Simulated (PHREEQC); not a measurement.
# Acid mine or pickling water: speciation

A made-up water analysis in mg/kgw, 20 °C, pH 3.01, pe 10.8: Na 133; K 71.1; Ca 371; Mg 29; Cl 303; S(6) as SO4 1040; Zn 54.8; P as PO4 4.75; Si as SiO2 17.5; O(0) (dissolved oxygen) 3.09; F 0.235; Cu(2) 56.8.

Cl is adjusted to close the charge balance.
Valence states are taken as typed.

Computed with PHREEQC (ion-association model, wateq4f.dat).

ionic strength: 0.0432 mol/kgw
total alkalinity: -1.52 meq/kg

```tsv
species	molality	activity	log γ
Cl-	0.0118	0.00968	-0.084
SO4-2	0.00724	0.00350	-0.315
Ca+2	0.00697	0.00344	-0.306
Na+	0.00569	0.00474	-0.079
CaSO4	0.00227	0.00229	0.004
K+	0.00178	0.00146	-0.084
H+	0.00113	0.000977	-0.065
Mg+2	0.000877	0.000442	-0.297
Cu+2	0.000659	0.000331	-0.298
```

Precipitation was switched off in this run. The solution is supersaturated, for example in Quartz (slow to form), Chalcedony (slow to form), so a real one may precipitate; this is no full list. Complexes and solids missing from the database can't appear. H3PO4, which wateq4f.dat lacks, is added to it with the constant of phreeqc.dat. SiF6-2 is the database's only silicon fluoride. The database has no phosphate complexes of Cu, Zn.
